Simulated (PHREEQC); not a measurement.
Dissolve 0.014 mol/kgw HCl, 0.00011 mol/kgw ZnSO4 and 0.2 mol/kgw MnSO4 at 20 °C. Closed to the air; pH follows from the charge balance.

The numbers come from PHREEQC with the ion-association model, wateq4f.dat.

```yaml
pH: 2.47
ionic_strength: 0.428 mol/kgw
activity_of_water: 0.994
total_alkalinity: -14.0 meq/kg
```

```tsv
species	molality	activity	log γ
Mn+2	0.108	0.0284	-0.579
SO4-2	0.0994	0.0220	-0.656
MnSO4	0.0910	0.101	0.043
Cl-	0.0126	0.00828	-0.183
HSO4-	0.00960	0.00651	-0.168
H+	0.00440	0.00340	-0.113
MnCl+	0.00138	0.000957	-0.160
ZnSO4	4.29e-5	4.74e-5	0.043
Zn+2	3.63e-5	9.58e-6	-0.579
Zn(SO4)2-2	3.05e-5	8.79e-6	-0.540
```

No solid was allowed to form.
